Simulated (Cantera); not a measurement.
**Adiabatic ignition**

An adiabatic, constant-volume homogeneous reactor starts with CH4 : O2 : N2 = 1 : 3.23 : 12.1 (molar parts), at 1425 K and 0.868 atm.

Detailed kinetics in Cantera: GRI-Mech 3.0 (53 species, 325 reactions).

| t (s) | T (K) | P (bar) | x CH4 | x O2 | x C2H4 | x H2O | x CH3 | x H2 |
|---|---|---|---|---|---|---|---|---|
| 5.00e-6 | 1425 | 0.880 | 0.0612 | 0.198 | <1e-12 | 1.07e-8 | 1.24e-7 | 7.38e-9 |
| 1.08e-5 | 1425 | 0.880 | 0.0612 | 0.198 | <1e-12 | 3.29e-8 | 2.81e-7 | 1.77e-8 |
| 2.32e-5 | 1425 | 0.880 | 0.0612 | 0.198 | 6.19e-12 | 1.02e-7 | 6.40e-7 | 4.22e-8 |
| 5.00e-5 | 1425 | 0.880 | 0.0612 | 0.198 | 7.98e-11 | 3.67e-7 | 1.52e-6 | 1.07e-7 |
| 0.000108 | 1425 | 0.880 | 0.0612 | 0.198 | 1.15e-9 | 1.61e-6 | 4.00e-6 | 3.19e-7 |
| 0.000232 | 1425 | 0.880 | 0.0612 | 0.198 | 2.16e-8 | 8.72e-6 | 1.25e-5 | 1.30e-6 |
| 0.000500 | 1425 | 0.880 | 0.0611 | 0.198 | 6.01e-7 | 5.95e-5 | 4.60e-5 | 8.45e-6 |
| 0.00108 | 1428 | 0.882 | 0.0605 | 0.197 | 1.58e-5 | 0.000486 | 0.000134 | 8.53e-5 |
| 0.00232 | 2600 | 1.64 | <1e-12 | 0.0754 | <1e-12 | 0.102 | <1e-12 | 0.00549 |
| 0.00500 | 2670 | 1.68 | <1e-12 | 0.0694 | <1e-12 | 0.107 | <1e-12 | 0.00406 |
| 0.0108 | 2664 | 1.67 | <1e-12 | 0.0675 | <1e-12 | 0.107 | <1e-12 | 0.00402 |
| 0.0232 | 2663 | 1.67 | <1e-12 | 0.0673 | <1e-12 | 0.107 | <1e-12 | 0.00402 |
| 0.0500 | 2663 | 1.67 | <1e-12 | 0.0673 | <1e-12 | 0.107 | <1e-12 | 0.00402 |
| 0.108 | 2663 | 1.67 | <1e-12 | 0.0673 | <1e-12 | 0.107 | <1e-12 | 0.00402 |
| 0.232 | 2663 | 1.67 | <1e-12 | 0.0673 | <1e-12 | 0.107 | <1e-12 | 0.00402 |
| 0.500 | 2663 | 1.67 | <1e-12 | 0.0673 | <1e-12 | 0.107 | <1e-12 | 0.00402 |
x: mole fraction; the columns are a selection and need not sum to one.

| Item | Value |
|---|---|
| time of steepest temperature rise | 2.23 ms |
| temperature at 0.500 s | 2663 K |
| equilibrium temperature | 2663 K |
| x(CH4) at 0.500 s | <1e-12 (gas-phase equilibrium <1e-12) |
| x(O2) at 0.500 s | 0.0673 (gas-phase equilibrium 0.0673) |
| x(C2H4) at 0.500 s | <1e-12 (gas-phase equilibrium <1e-12) |
